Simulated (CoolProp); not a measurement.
Methanol along the isobar 8910 kPa: fugacity coefficient from the reference equation and from simpler models built on Tc = 513.4 K, pc = 8216 kPa, ω = 0.565; each cubic takes its own stable root.

The numbers come from the reference Helmholtz-energy equation of state, de Reuck 1993 in CoolProp.

| T (K) | phase | reference | van der Waals | Redlich-Kwong | Soave-Redlich-Kwong | Peng-Robinson |
|---|---|---|---|---|---|---|
| 276.1 | liquid | 0.0006324 | 0.05264 | 0.006610 | 0.0004896 | 0.0005395 |
| 304.5 | liquid | 0.002981 | 0.09026 | 0.01980 | 0.002715 | 0.002853 |
| 332.8 | liquid | 0.01036 | 0.1403 | 0.04643 | 0.01042 | 0.01060 |
| 361.2 | liquid | 0.02874 | 0.2026 | 0.09147 | 0.03059 | 0.03042 |
| 389.6 | liquid | 0.06646 | 0.2757 | 0.1576 | 0.07273 | 0.07126 |
| 417.9 | liquid | 0.1325 | 0.3575 | 0.2445 | 0.1461 | 0.1418 |
| 446.3 | liquid | 0.2345 | 0.4458 | 0.3497 | 0.2568 | 0.2480 |
| 474.7 | liquid | 0.3746 | 0.5371 | 0.4670 | 0.4029 | 0.3882 |
